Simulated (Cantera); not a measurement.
Feed: 1 mol SiC, 0.13 mol O2, 54 mol H2, at 1448.15 K and 19.5 Torr.

Cantera equilibrium calculation (NASA polynomials, part measured and part estimated; ideal gas, pure solids and liquids). Candidate condensed phases: C, C6H6, C7H8, C8H18, H2O, Si, SiC, SiO2; 123 gas species. The numbers say what is thermodynamically allowed, not how fast it happens.

Base state: H2 0.995, SiO 0.00240, CO 0.00239, H 5.71e-5 (mole fractions); condensed: SiC(s).

**Question.** What changes in the equilibrium state with this change: O2 from 0.13 to 0.0089 mol?

**Answer.** 
| species | before | after |
|---|---|---|
| H2 | 0.995 | 1.000 |
| SiO | 0.00240 | 0.000166 |
| CO | 0.00239 | 0.000163 |
| H | 5.71e-5 | 5.73e-5 |
| SiC(s), mol | 0.870 | 0.991 |

**Question.** What changes in the equilibrium state with this change: SiC replaced by Si3N4?

**Answer.** 
```tsv
species	before	after
H2	0.995	0.998
N2	0	0.00160
H	5.71e-5	5.72e-5
CO	0.00239	0
SiO	0.00240	6.61e-6
SiC(s), mol	0.870	0
Si2N2O(s), mol	0	0.260
Si3N4(s), mol	0	0.827
```
Mutual solubility and eutectic melting of coexisting phases are not modelled. Further candidate phases: Si2N2O, Si3N4.

**Question.** What changes in the equilibrium state with this change: SiC replaced by Si?

**Answer.** 
```
species       before    after
-----------  -------  -------
H2             0.995    0.995
SiO          0.00240  0.00479
H            5.71e-5  5.71e-5
CO           0.00239        0
SiC(s), mol    0.870        0
Si(s), mol         0    0.740
```
